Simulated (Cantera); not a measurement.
An isothermal, constant-pressure homogeneous reactor starts with 41.7 % NO, 58.3 % N₂, at 1823 K and 48.0 Torr.

Detailed kinetics in Cantera: GRI-Mech 3.0 (53 species, 325 reactions).

Question: Predict: x(NO) at 40.0 s; x(N₂) at 40.0 s; x(O) at 40.0 s; x(NO₂) at 40.0 s; x(O₂) at 40.0 s; x(N₂O) at 40.0 s.

Answer: 
| Item | Value |
|---|---|
| x(NO) at 40.0 s | 0.179 (gas-phase equilibrium 0.00447) |
| x(N₂) at 40.0 s | 0.702 (gas-phase equilibrium 0.789) |
| x(O) at 40.0 s | 0.000211 (gas-phase equilibrium 0.000272) |
| x(NO₂) at 40.0 s | 8.07e-5 (gas-phase equilibrium 2.67e-6) |
| x(O₂) at 40.0 s | 0.119 (gas-phase equilibrium 0.206) |
| x(N₂O) at 40.0 s | 1.07e-5 (gas-phase equilibrium 6.48e-8) |
